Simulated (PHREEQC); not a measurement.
Model water analysis in mg/kgw, 92 °C, pH 2.83, pe 9.2:

```
constituent  mg/kgw
-----------  ------
Na             92.4
K               118
Ca              226
Mg              161
Cl              361
S(6) as SO4    1600
P as PO4         19
```

Valence states are taken as typed.

The numbers come from PHREEQC with the ion-association model, wateq4f.dat.

### Question
The ionic strength comes out as 0.0386 mol/kgw. What activity coefficients do Cl-, HSO4-, Na+, Mg+2, SO4-2 get?

### Answer
Cl- 0.81, HSO4- 0.81, Na+ 0.82, Mg+2 0.47, SO4-2 0.45.

This is a speciation only: nothing precipitates in the calculation. H3PO4, which wateq4f.dat lacks, is added to it with the constant of phreeqc.dat. Away from 25 °C the constants follow the database's enthalpies or fits; those with neither stay at their 25 °C values.
